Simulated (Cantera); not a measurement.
An isothermal, constant-pressure homogeneous reactor starts with CO : O2 : H2O : N2 = 0.017 : 0.00098 : 0.0019 : 1 (molar parts), equivalence ratio 8.7, at 1500 K and 920000 Pa.

Computed with Cantera and GRI-Mech 3.0 (53 species, 325 reactions).

One state of this run: x CO = 0.0136; x O2 = 4.88e-10; x H2O = 0.000715; x OH = 1.69e-7; x HO2 = <1e-12; x NO = 7.92e-7; x H2O2 = <1e-12. x: mole fraction; the columns are a selection and need not sum to one.

Problem. Which value of t (s) does it belong to?
A. 0.0946
B. 0.00894
C. 0.0291
D. 0.00275

Solution. B, 0.00894
